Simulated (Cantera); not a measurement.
# MgO + CH4 + H2 (carbothermic reduction)

Charge: 1 mol MgO, 5.4 mol CH4, 8.9 mol H2, at 1.40 bar.

These are equilibrium values from Cantera (NASA tables, ideal gas, pure condensed phases), not measurements of a reactor. Candidate condensed phases: C, C6H6, C7H8, C8H18, H2O, Mg, MgCO3, MgO, Mg(OH)2; 116 gas species. The tables' values for MgH are old estimates; treat these amounts as uncertain. Equilibrium is a limit: real reactors are often held back by kinetics, nucleation or transport.

```json
[
 {"T (K)": "1950", "log p H2": "0.10", "log p CO": "-1.19", "log p Mg": "-1.20", "log p H": "-2.89", "log p C2H2 (acetylene)": "-3.16", "log p MgH": "-2.97", "log p CH4": "-3.11", "n C(graphite)": "4.37"},
 {"T (K)": "2000", "log p H2": "0.10", "log p CO": "-1.19", "log p Mg": "-1.20", "log p H": "-2.74", "log p C2H2 (acetylene)": "-3.01", "log p MgH": "-2.96", "log p CH4": "-3.17", "n C(graphite)": "4.36"},
 {"T (K)": "2050", "log p H2": "0.10", "log p CO": "-1.19", "log p Mg": "-1.20", "log p H": "-2.59", "log p C2H2 (acetylene)": "-2.87", "log p MgH": "-2.94", "log p CH4": "-3.22", "n C(graphite)": "4.35"},
 {"T (K)": "2100", "log p H2": "0.10", "log p CO": "-1.19", "log p Mg": "-1.20", "log p H": "-2.46", "log p C2H2 (acetylene)": "-2.74", "log p MgH": "-2.93", "log p CH4": "-3.28", "n C(graphite)": "4.33"},
 {"T (K)": "2150", "log p H2": "0.10", "log p CO": "-1.19", "log p Mg": "-1.20", "log p H": "-2.32", "log p C2H2 (acetylene)": "-2.61", "log p MgH": "-2.92", "log p CH4": "-3.33", "n C(graphite)": "4.32"},
 {"T (K)": "2200", "log p H2": "0.10", "log p CO": "-1.19", "log p Mg": "-1.20", "log p H": "-2.20", "log p C2H2 (acetylene)": "-2.49", "log p MgH": "-2.91", "log p CH4": "-3.38", "n C(graphite)": "4.29"},
 {"T (K)": "2250", "log p H2": "0.10", "log p CO": "-1.19", "log p Mg": "-1.20", "log p H": "-2.08", "log p C2H2 (acetylene)": "-2.38", "log p MgH": "-2.90", "log p CH4": "-3.43", "n C(graphite)": "4.26"}
]
```
log p: log10 of the partial pressure in bar; n: condensed amount in mol.

From 1950 K to 2250 K the condensed part is C(graphite). The main Mg-bearing gas is Mg throughout.
